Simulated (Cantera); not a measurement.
Cantera run:

```python
import numpy as np
import cantera as ct

gas_names = """
    C CN CO CO2 C2 CCN CNC C2N2 C2O C3 C3O2 C4 C4N2 C5 N NCO NO NO2 NO3 N2 N2O O O2 O3 Pb PbO Pb2
""".split()
cond_names = """
    C(gr) Pb(cr) Pb(L) PbO(rd) PbO(yw) PbO(L) PbO2(s) Pb3O4(s)
""".split()


# ... load() reads the species with a 1 bar reference pressure and builds the phases ...
atoms = {
    'Pb': {'Pb': 1},
    'CO': {'C': 1, 'O': 1},
    'N2': {'N': 2},
}
top_T = {'C(gr)': 4500, 'Pb3O4(s)': 820}  # K; cautious upper limits of use, not melting points


# ... equilibrate(T, P, feed) seeds the gas with the atoms and calls Mixture.equilibrate('TP', solver="vcs", rtol=1e-11, max_steps=5000) ...
results = []
feed = {'Pb': 1, 'CO': 0.053, 'N2': 0.53}  # mol
T = 1575  # K
P = 62000  # Pa
mix = equilibrate(T, P, feed)
results.append((T, P, feed, dict(zip(mix.species_names, mix.species_moles))))
x = sorted(zip(gas.X, gas.species_names), reverse=True)
print(f"T = {T:g} K  P = {P:g} Pa  gas = {mix.phase_moles(0):.4g} mol")
print("   x: " + "  ".join(f"{s} {v:.3e}" for v, s in x if v > 1e-05))
print("   condensed (mol): " + ("  ".join(f"{mix.phase(i).name} {mix.phase_moles(i):.4g}"
      for i in range(1, mix.n_phases) if mix.phase_moles(i) > 1e-12) or "none"))
```

Output:

```
T = 1575 K  P = 62000 Pa  gas = 0.6329 mol
   x: N2 8.374e-01  CO 8.374e-02  Pb 7.883e-02  Pb2 5.197e-05
   condensed (mol): C(gr) 9.625e-07  Pb(L) 0.95
```

Cantera equilibrium calculation (NASA polynomials, part measured and part estimated; ideal gas, pure solids and liquids).
